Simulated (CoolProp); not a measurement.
Properties of C2F6 (R116) along the isotherm 28.05 °C (Tc = 19.9 °C, pc = 3048 kPa, ω = 0.257).

Computed with CoolProp (reference Helmholtz-energy equation of state, Lemmon 2006). It is a short technical equation, of lower accuracy than the large ones.

```
p (kPa)          phase  density (kg/m³)  viscosity (µPa s)
-------  -------------  ---------------  -----------------
762                gas            45.66               14.3
1520               gas            101.2               14.8
2290               gas            176.8               16.0
3050     supercritical            300.4               19.4
3810     supercritical            716.8               43.8
4570     supercritical            906.2               65.1
5330     supercritical            974.5               75.9
6100     supercritical             1019               84.0
6860     supercritical             1052               90.8
7620     supercritical             1079               96.7
```

Viscosity comes from a separate model (Huber 2003), an estimate that may be off by 10 % or more.
